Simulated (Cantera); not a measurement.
Feed: 1 mol C2H2, 60 mol H2, held at 1 atm.

Equilibrium computed with Cantera from the NASA thermochemical tables; the gas is ideal and each condensed phase is pure. Candidate condensed phases: C, C6H6, C7H8, C8H18; 76 gas species. Equilibrium is a limit: real reactors are often held back by kinetics, nucleation or transport.

Task: What share of the C ends up in condensed phases as a function of T (K), at 1448, 1523, 1598, 1673, 1748, 1823, 1898, 1973, 2048, 2123?

Result: 
```tsv
T (K)	C condensed (%)	as
1448	89.7	C(graphite)
1523	92.8	C(graphite)
1598	94.7	C(graphite)
1673	95.9	C(graphite)
1748	96.4	C(graphite)
1823	96.5	C(graphite)
1898	95.9	C(graphite)
1973	94.6	C(graphite)
2048	92.4	C(graphite)
2123	88.9	C(graphite)
```
